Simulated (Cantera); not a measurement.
Charge: 1 mol SiH4, 0.39 mol NO, at 0.100 bar.

These are equilibrium values from Cantera (NASA tables, ideal gas, pure condensed phases), not measurements of a reactor. Candidate condensed phases: H2O, Si, SiO2, Si2N2O, Si3N4; 35 gas species. Mutual solubility and eutectic melting of coexisting phases are not modelled. The tables' values for SiN are old estimates; treat these amounts as uncertain. The tables hold silica as quartz up to 1696 K and as liquid above; real silica turns to tridymite and cristobalite and melts near 1996 K. Gases not in the tables: Si2H6 and higher silanes. The numbers say what is thermodynamically allowed, not how fast it happens.

x: gas mole fraction; n: condensed amount in mol.

| T (°C) | x H2 | x SiO | x N2 | x H | n Si(s) | n SiO2(β-quartz) | n Si2N2O(s) | n Si(l) |
|---|---|---|---|---|---|---|---|---|
| 575 | 1.00 | 2.86e-12 | <1e-12 | … | 0.512 | 0.0975 | 0.195 | 0 |
| 675 | 1.00 | 5.26e-10 | <1e-12 | … | 0.512 | 0.0975 | 0.195 | 0 |
| 775 | 1.00 | 3.52e-8 | <1e-12 | … | 0.512 | 0.0975 | 0.195 | 0 |
| 875 | 1.000 | 1.12e-6 | 5.30e-12 | … | 0.512 | 0.0975 | 0.195 | 0 |
| 975 | 1.000 | 2.02e-5 | 3.13e-10 | … | 0.512 | 0.0975 | 0.195 | 0 |
| 1075 | 1.000 | 0.000236 | 1.00e-8 | … | 0.512 | 0.0973 | 0.195 | 0 |
| 1175 | 0.998 | 0.00194 | 1.97e-7 | … | 0.511 | 0.0956 | 0.195 | 0 |
| 1275 | 0.988 | 0.0121 | 2.62e-6 | … | 0.500 | 0.0853 | 0.195 | 0 |
| 1375 | 0.940 | 0.0598 | 2.53e-5 | … | 0.449 | 0.0339 | 0.195 | 0 |
| 1475 | 0.909 | 0.0893 | 0.000579 | … | 0 | 0 | 0.194 | 0.416 |
| 1575 | 0.886 | 0.0994 | 0.0130 | … | 0 | 0 | 0.166 | 0.444 |
| 1675 | 0.771 | 0.151 | 0.0753 | … | 0 | 0 | 0 | 0.609 |
| 1775 | 0.767 | 0.150 | 0.0751 | … | 0 | 0 | 0 | 0.607 |

Task: Fill in the missing entries.

Result: 
- 575, x H: 6.02e-11
- 675, x H: 1.66e-9
- 775, x H: 2.44e-8
- 875, x H: 2.27e-7
- 975, x H: 1.48e-6
- 1075, x H: 7.32e-6
- 1175, x H: 2.91e-5
- 1275, x H: 9.68e-5
- 1375, x H: 0.000273
- 1475, x H: 0.000689
- 1575, x H: 0.00158
- 1675, x H: 0.00314
- 1775, x H: 0.00620
